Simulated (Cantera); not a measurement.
What does this Cantera script print?

```python
import numpy as np
import cantera as ct

gas = ct.Solution("gri30.yaml")
gas.TPX = 1900, 1200000, {'CH4': 1, 'H2O': 3.9}
reactor = ct.IdealGasConstPressureReactor(gas, energy="off", clone=False)
net = ct.ReactorNet([reactor])
net.rtol, net.atol = 1e-08, 1e-18
show = ['CH4', 'H2O', 'CH2CO', 'CH3', 'CH2', 'H2']
times = np.geomspace(9e-05, 30, 9)

steps = ct.SolutionArray(gas, extra=["t"])
rows = []
print(f"{'t/s':>10s}{'T/K':>9s}{'P/Pa':>11s}" + "".join(f"{s:>11s}" for s in show))
for t in times:
    while net.time < t:
        t_next = net.step()
        steps.append(gas.state, t=t_next)
    rows.append([np.interp(t, steps.t, y) for y in (steps.T, steps.P, *steps(*show).X.T)])
    print(f"{t:10.3e}{rows[-1][0]:9.1f}{rows[-1][1]:11.4g}" + "".join(f"{x:11.3e}" for x in rows[-1][2:]))
rate = np.gradient(steps.T, steps.t)
print("integrator steps:", len(steps.t))
if steps.T.max() > steps.T[0] + 200:
    print(f"time of steepest temperature rise: {steps.t[rate.argmax()]:.4e} s")
gas.TPX = 1900, 1200000, {'CH4': 1, 'H2O': 3.9}
gas.equilibrate("TP")
print(f"equilibrium (TP): T = {gas.T:.1f} K  " + "  ".join(f"{s} {gas[s].X[0]:.3e}" for s in show))
```

It prints:

```
       t/s      T/K       P/Pa        CH4        H2O      CH2CO        CH3        CH2         H2
 9.000e-05   1900.0    1.2e+06  1.123e-01  7.309e-01  7.379e-05  1.201e-03  8.811e-07  1.153e-01
 4.412e-04   1900.0    1.2e+06  5.202e-02  6.623e-01  9.917e-05  4.940e-04  5.513e-07  2.141e-01
 2.163e-03   1900.0    1.2e+06  2.598e-02  5.648e-01  5.736e-05  2.183e-04  2.769e-07  3.102e-01
 1.060e-02   1900.0    1.2e+06  1.389e-02  4.492e-01  1.065e-05  1.001e-04  7.198e-08  4.085e-01
 5.196e-02   1900.0    1.2e+06  1.137e-03  3.978e-01  1.193e-07  7.686e-06  3.161e-09  4.568e-01
 2.547e-01   1900.0    1.2e+06  3.871e-07  3.956e-01  2.392e-11  2.629e-09  1.086e-12  4.593e-01
 1.249e+00   1900.0    1.2e+06  3.837e-07  3.956e-01  2.372e-11  2.606e-09  1.077e-12  4.593e-01
 6.120e+00   1900.0    1.2e+06  3.837e-07  3.956e-01  2.372e-11  2.606e-09  1.077e-12  4.593e-01
 3.000e+01   1900.0    1.2e+06  3.837e-07  3.956e-01  2.372e-11  2.606e-09  1.077e-12  4.593e-01
integrator steps: 2119
equilibrium (TP): T = 1900.0 K  CH4 4.177e-07  H2O 3.956e-01  CH2CO 2.582e-11  CH3 2.837e-09  CH2 1.172e-12  H2 4.593e-01
```

Cantera simulation using GRI-Mech 3.0 (53 species, 325 reactions); the numbers are that mechanism's predictions, not measurements. The pressure lies above the range GRI-Mech 3.0 was tuned for (to about 10 atm).
